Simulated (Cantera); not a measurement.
Feed: 1 mol SiCl4, 2.5 mol H2, equilibrated at 450 °C and 1.00 bar.

Cantera equilibrium calculation (NASA polynomials, part measured and part estimated; ideal gas, pure solids and liquids). Candidate condensed phases: Si; 19 gas species. Kinetics and transport are ignored.

Problem. What is the equilibrium state?

Solution. 
| Quantity | Result |
|---|---|
| x(H2) | 0.707 |
| x(SiCl4) | 0.278 |
| x(HCl) | 0.00768 |
| x(SiHCl3) | 0.00765 |
| x(SiH2Cl2) | 1.46e-5 |
| x(SiCl3) | 1.13e-6 |
| gas amount | 3.500 mol |
| log10 activity of Si(s) (absent) | -4.76 |
